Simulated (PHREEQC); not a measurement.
Make-up at 25 °C: 0.34 mol NH4HF2, 0.0003 mol H2SiF6 and 0.00021 mol HBF4 per kg of water. Closed to the air; pH follows from the charge balance.

All values are PHREEQC results (ion-association model, phreeqc.dat), not measurements.

Each row changes one thing in this solution. No solid was allowed to form.

```
case                                   pH  ionic strength (mol/kgw)  F- (mol/kgw)  HF (mol/kgw)  HF2- (mol/kgw)  BF3OH- (mol/kgw)
-----------------------------------  ----  ------------------------  ------------  ------------  --------------  ----------------
as made                              2.97                     0.342         0.196         0.195           0.144           3.60e-7
0.07 mol/kgw Na2S added              3.55                     0.470         0.355        0.0864           0.114           7.85e-7
temperature from 25 to 65 °C         3.29                     0.341         0.188         0.188           0.152           8.45e-7
temperature from 25 to 35 °C         3.04                     0.342         0.192         0.192           0.148           4.46e-7
H2SiF6 from 0.0003 to 6e-05 mol/kgw  2.97                     0.341         0.197         0.195           0.144           3.61e-7
H2SiF6 left out                      2.97                     0.341         0.197         0.195           0.144           3.61e-7
```

At this temperature some constants are extrapolated from 25 °C, and those without enthalpy data are left unchanged. SiF6-2 is the database's only silicon fluoride. Real BF4- forms and hydrolyses slowly; the run takes it at equilibrium.
